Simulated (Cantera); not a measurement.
Charge: 1 mol SiF4, 21 mol N2, 21 mol H2, at 1100 K and 133 Pa.

Equilibrium computed with Cantera from the NASA thermochemical tables; the gas is ideal and each condensed phase is pure. Candidate condensed phases: Si, Si3N4; 37 gas species. N2 is the only nitrogen source here; it is nearly inert below about 1500 K, so the nitride shown seldom forms there in practice. The tables' values for SiF3 are old estimates; treat these amounts as uncertain. Kinetics and transport are ignored.

Base state: N2 0.488, H2 0.488, SiF4 0.0228, HF 0.00117, SiHF3 9.12e-5, SiF3 7.99e-5 (mole fractions); condensed: Si3N4(s).

What changes in the equilibrium state with this change: H2 from 21 to 1.2 mol?


| species | before | after |
|---|---|---|
| N2 | 0.488 | 0.905 |
| H2 | 0.488 | 0.0515 |
| SiF4 | 0.0228 | 0.0429 |
| HF | 0.00117 | 0.000492 |
| SiHF3 | 9.12e-5 | 4.28e-5 |
| Si3N4(s), mol | 0.00357 | 0.000643 |

What changes in the equilibrium state with this change: SiF4 replaced by Si2Cl6?


```json
[
 {"species": "N2", "before": "0.488", "after": "0.450"},
 {"species": "H2", "before": "0.488", "after": "0.412"},
 {"species": "HCl", "before": "0", "after": "0.137"},
 {"species": "SiF4", "before": "0.0228", "after": "0"},
 {"species": "SiCl4", "before": "0", "after": "8.14e-5"},
 {"species": "HF", "before": "0.00117", "after": "0"},
 {"species": "SiHF3", "before": "9.12e-5", "after": "0"},
 {"species": "SiF3", "before": "7.99e-5", "after": "0"},
 {"species": "SiCl2", "before": "0", "after": "1.27e-5"},
 {"species": "Si3N4(s), mol", "before": "0.00357", "after": "0.665"}
]
```
The feed counts by its element totals alone. Further candidate phases: NH4Cl.
